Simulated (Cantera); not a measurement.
An adiabatic, constant-pressure homogeneous reactor starts with 30.1 % CO, 0.962 % H2, 2.95 % CH4, 11.3 % O2, 42.4 % N2, 12.3 % H2O, equivalence ratio 1.9, at 1473 K and 13500 Torr.

Model: GRI-Mech 3.0 (53 species, 325 reactions), integrated in Cantera. The pressure lies above the range GRI-Mech 3.0 was tuned for (to about 10 atm).

One state of this run: T (K) = 2750; x CO = 0.188; x H2 = 0.0291; x CH4 = 1.12e-11; x O2 = 0.000608; x NO = 0.00139; x CH3 = 1.79e-11; x HO2 = 8.62e-7. x: mole fraction; the columns are a selection and need not sum to one.

### Question
Which value of t (s) does it belong to?
(A) 0.0200
(B) 1.26e-5
(C) 5.00e-6
(D) 3.16e-5

### Answer
A, 0.0200
